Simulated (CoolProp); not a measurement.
Vapour-liquid equilibrium of cyclohexane (1) + n-heptane (2) at 179.75 °C; x and y are mole fractions of (1).

Values from CoolProp's multi-fluid Helmholtz-energy mixture model, Zhou 2014 and Span 2003; pair parameters Bell 2016.

| x | bubble pressure, mixture model (MPa) | bubble pressure, Raoult's law (MPa) | y, mixture model | y, Raoult's law |
|---|---|---|---|---|
| 0.05 | 0.6955 | 0.6955 | 0.065 | 0.069 |
| 0.125 | 0.7167 | 0.7166 | 0.158 | 0.168 |
| 0.2 | 0.7381 | 0.7376 | 0.248 | 0.261 |
| 0.275 | 0.7595 | 0.7587 | 0.333 | 0.349 |
| 0.35 | 0.7810 | 0.7797 | 0.414 | 0.432 |
| 0.425 | 0.8024 | 0.8008 | 0.492 | 0.511 |
| 0.5 | 0.8238 | 0.8219 | 0.567 | 0.585 |
| 0.575 | 0.8450 | 0.8429 | 0.639 | 0.656 |
| 0.65 | 0.8661 | 0.8640 | 0.708 | 0.724 |
| 0.725 | 0.8871 | 0.8850 | 0.774 | 0.788 |
| 0.8 | 0.9078 | 0.9061 | 0.838 | 0.850 |
| 0.875 | 0.9284 | 0.9272 | 0.900 | 0.908 |
| 0.95 | 0.9488 | 0.9482 | 0.961 | 0.964 |

The largest gap from Raoult's law is +0.2 % in bubble pressure, at x = 0.575. No azeotrope shows between x = 0.05 and 0.95.

The pair parameters rest on a limited set of measurements; away from them the model extrapolates.
